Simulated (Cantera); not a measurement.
Input: 1 mol Si, 1.3 mol HCl, 3.6 mol H2, held at 1273.15 K and 2.10e-5 bar.

Cantera equilibrium calculation (NASA polynomials, part measured and part estimated; ideal gas, pure solids and liquids). Candidate condensed phases: Si; 19 gas species. The tables' values for SiCl3 are old estimates; treat these amounts as uncertain. Equilibrium is a limit: real reactors are often held back by kinetics, nucleation or transport.

Base state: H2 0.798, HCl 0.139, SiCl2 0.0623, SiCl3 0.000624, H 0.000139, SiCl4 4.09e-5, Cl 2.06e-5 (mole fractions); condensed: Si(s).

Task: What changes in the equilibrium state with this change: temperature from 1273.15 K to 925 K?

Result: 
| species | before | after |
|---|---|---|
| H2 | 0.798 | 0.874 |
| HCl | 0.139 | 0.0686 |
| SiCl4 | 4.09e-5 | 0.0447 |
| SiCl2 | 0.0623 | 0.00777 |
| Cl | 2.06e-5 | 4.02e-9 |
| H | 0.000139 | 5.31e-8 |
| SiHCl3 | 9.42e-6 | 0.00207 |
| SiCl3 | 0.000624 | 0.00296 |
| Si(s), mol | 0.691 | 0.731 |
